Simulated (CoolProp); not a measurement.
A single-stage vapour-compression cycle with the fluid: evaporating at 230.15 K (dew point), condensing at 289.15 K (bubble point), superheat 0 K, subcooling 8 K, compressor efficiency 0.7, no pressure losses. The same conditions are run with several fluids, on thermodynamics alone (safety and materials aside).

Model: reference Helmholtz-energy equation of state of each fluid (R125: Lemmon 2005; trans-2-butene: Lemmon 2005; CH2F2 (R32): Tillner-Roth 1997; R236FA: Pan 2012; C3F8 (R218): Lemmon 2006; isobutene: Lemmon 2005), in CoolProp.

**Question.** Rank R125, trans-2-butene, CH2F2 (R32), R236FA, C3F8 (R218), isobutene by cooling COP, highest first.

**Answer.** trans-2-butene (2.34), isobutene (2.32), R236FA (2.20), CH2F2 (R32) (2.18), R125 (2.07), C3F8 (R218) (1.84)

```tsv
fluid	pressure ratio	discharge temperature (K)	refrigerating effect (kJ/kg)	volumetric capacity (kJ/m³)
R125	8.35	308.6	100	856
trans-2-butene	13.4	328.5	333	129
CH2F2 (R32)	8.53	391.7	287	1270
R236FA	16.4	304.8	119	116
C3F8 (R218)	8.91	289.2	55.1	429
isobutene	12.0	323.9	312	178
```

The compression ends wet for: C3F8 (R218).
